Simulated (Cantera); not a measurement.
Pyrogenic steam for wet oxidation

An isothermal, constant-pressure homogeneous reactor starts with 10.3 % H2, 6.90 % O2, 82.8 % N2, equivalence ratio 0.75, at 1200 K and 0.197 atm.

Detailed kinetics in Cantera: the H2/O2 subset of GRI-Mech 3.0, which has no nitrogen chemistry. The temperature is held fixed by assumption; the heat of reaction is taken as removed at once.

```csv
t (s),x H2,x O2,x O,x H2O2,x H,x OH,x H2O
2.00e-5,0.103,0.0690,2.75e-10,2.47e-12,2.27e-9,1.61e-10,6.00e-10
5.53e-5,0.103,0.0690,1.92e-9,1.90e-11,1.25e-8,1.05e-9,9.26e-9
0.000153,0.103,0.0690,6.74e-8,1.80e-10,4.19e-7,3.63e-8,4.84e-7
0.000423,0.0960,0.0658,0.000681,7.33e-8,0.00423,0.000371,0.00521
0.00117,0.00931,0.0251,0.00471,5.05e-7,0.0221,0.00190,0.0852
0.00323,0.00341,0.0199,0.00116,6.47e-7,0.00365,0.00101,0.103
0.00894,0.000585,0.0183,0.000168,4.75e-7,0.000218,0.000376,0.108
0.0247,6.63e-5,0.0182,1.82e-5,1.46e-7,7.93e-6,0.000123,0.109
0.0684,8.88e-6,0.0182,2.59e-6,3.46e-8,4.20e-7,4.70e-5,0.109
0.189,1.71e-6,0.0182,5.43e-7,9.05e-9,3.90e-8,2.15e-5,0.109
0.523,4.42e-7,0.0182,1.48e-7,2.73e-9,5.43e-9,1.12e-5,0.109
1.45,1.37e-7,0.0182,4.71e-8,9.17e-10,9.72e-10,6.34e-6,0.109
4.00,5.04e-8,0.0182,1.73e-8,3.49e-10,2.20e-10,3.84e-6,0.109
```
x: mole fraction; the columns are a selection and need not sum to one.

Equilibrium at this temperature and pressure: H2 2.31e-8, O2 0.0182, O 7.61e-9, H2O2 1.58e-10, H 6.76e-11, OH 2.54e-6, H2O 0.109 (gas phase only).
